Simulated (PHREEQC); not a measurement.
Dissolve 2.1 mmol/kgw H2SO4, 0.073 mmol/kgw K2SO4 and 48 mmol/kgw CuSO4 at 10 °C. Closed to the air; pH follows from the charge balance.

Model: ion-association model, phreeqc.dat, run in PHREEQC.

```
quantity                   before     after
------------------------  -------  --------
pH                           2.71      3.24
ionic strength (mol/kgw)    0.114    0.0285
SO4-2 (mol/kgw)            0.0282   0.00713
HSO4- (mol/kgw)           0.00184  0.000186
KSO4- (mol/kgw)           7.35e-6   5.85e-7
```

### Question
What was changed between the two runs?
(A) H2SO4 from 0.0021 to 0.00231 mol/kgw
(B) diluted 5-fold with water
(C) 0.076 mol/kgw HCl added
(D) CuSO4 replaced by MgSO4 at the same molality
(E) diluted 10-fold with water

### Answer
B, diluted 5-fold with water

Precipitation was switched off in this run. Constants without temperature data keep their 25 °C values here.
